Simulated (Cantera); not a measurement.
An isothermal, constant-pressure homogeneous reactor starts with N2O : O2 = 1 : 0.48 (molar parts), at 1600 K and 1330 Pa. Integrator tolerance rtol = 1e-08.

Detailed kinetics in Cantera: GRI-Mech 3.0 (53 species, 325 reactions). GRI-Mech 3.0 was tuned for natural gas; its chemistry of N2O as a main component is partial and can be far from experiment. Radical loss at walls, strong at low pressure, is not modelled. The temperature is held fixed by assumption; the heat of reaction is taken as removed at once.

### Question
What does this change do: pressure from 1330 Pa to 101000 Pa?

### Answer
```csv
quantity,before,after
x(N2O) at 100 s,5.02e-6 (gas-phase equilibrium 1.31e-8),1.42e-6 (gas-phase equilibrium 1.15e-7)
x(O2) at 100 s,0.422 (gas-phase equilibrium 0.494),0.464 (gas-phase equilibrium 0.494)
x(NO) at 100 s,0.145 (gas-phase equilibrium 0.00238),0.0615 (gas-phase equilibrium 0.00238)
x(N2) at 100 s,0.433 (gas-phase equilibrium 0.504),0.474 (gas-phase equilibrium 0.504)
x(NO2) at 100 s,9.47e-5 (gas-phase equilibrium 1.69e-6),0.000369 (gas-phase equilibrium 1.48e-5)
```

### Question
What does this change do: temperature 1600 to 1000 K?

### Answer
```
quantity                                          before                                     after
---------------  ---------------------------------------  ----------------------------------------
x(N2O) at 100 s  5.02e-6 (gas-phase equilibrium 1.31e-8)    0.668 (gas-phase equilibrium 2.94e-10)
x(O2) at 100 s       0.422 (gas-phase equilibrium 0.494)       0.326 (gas-phase equilibrium 0.495)
x(NO) at 100 s     0.145 (gas-phase equilibrium 0.00238)  0.000229 (gas-phase equilibrium 3.87e-5)
x(N2) at 100 s       0.433 (gas-phase equilibrium 0.504)     0.00561 (gas-phase equilibrium 0.505)
x(NO2) at 100 s  9.47e-5 (gas-phase equilibrium 1.69e-6)   5.78e-8 (gas-phase equilibrium 3.68e-7)
```
The mechanism lacks the step 2 NO + O2 → 2 NO2, which can matter for NO2 below about 1400 K.
